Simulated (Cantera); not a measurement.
# Thermodynamics of hydrogen reduction and annealing atmospheres, feed FeS₂ + H₂ + N₂

Feed: 1 mol FeS₂, 9.6 mol H₂, 0.49 mol N₂, equilibrated at 2223 K.

Equilibrium computed with Cantera from the NASA thermochemical tables; the gas is ideal and each condensed phase is pure. Candidate condensed phases: Fe, FeS, FeS₂, S; 16 gas species. FeS: taken at fixed stoichiometry. Equilibrium is a limit: real reactors are often held back by kinetics, nucleation or transport.

```json
[
 {"P (Pa)": "10", "x H₂": "0.391", "x H": "0.401", "x S": "0.103", "x Fe": "0.0619", "x H₂S": "0.000116", "x S₂": "0.00751", "x N₂": "0.0303", "x SH": "0.00604", "n Fe(l)": "0", "n FeS(l)": "0"},
 {"P (Pa)": "100", "x H₂": "0.616", "x H": "0.159", "x S": "0.0667", "x Fe": "0.0734", "x H₂S": "0.00119", "x S₂": "0.0317", "x N₂": "0.0360", "x SH": "0.0156", "n Fe(l)": "0", "n FeS(l)": "0"},
 {"P (Pa)": "1000", "x H₂": "0.720", "x H": "0.0544", "x S": "0.0271", "x Fe": "0.0796", "x H₂S": "0.00564", "x S₂": "0.0524", "x N₂": "0.0390", "x SH": "0.0217", "n Fe(l)": "0", "n FeS(l)": "0"},
 {"P (Pa)": "10000", "x H₂": "0.791", "x H": "0.0180", "x S": "0.00915", "x Fe": "0.0342", "x H₂S": "0.0209", "x S₂": "0.0597", "x N₂": "0.0425", "x SH": "0.0242", "n Fe(l)": "0.606", "n FeS(l)": "0"},
 {"P (Pa)": "100000", "x H₂": "0.866", "x H": "0.00596", "x S": "0.00168", "x Fe": "0.00288", "x H₂S": "0.0420", "x S₂": "0.0201", "x N₂": "0.0469", "x SH": "0.0147", "n Fe(l)": "0", "n FeS(l)": "0.970"},
 {"P (Pa)": "1000000", "x H₂": "0.859", "x H": "0.00188", "x S": "0.000306", "x Fe": "0.000158", "x H₂S": "0.0759", "x S₂": "0.00668", "x N₂": "0.0480", "x SH": "0.00845", "n Fe(l)": "0", "n FeS(l)": "0.998"}
]
```
x: gas mole fraction; n: condensed amount in mol.

From 0.000100 bar to 0.0100 bar nothing is condensed. At 0.100 bar the condensed part is Fe(l). From 1.00 bar to 10.0 bar the condensed part is FeS(l). The main Fe-bearing gas is Fe throughout.
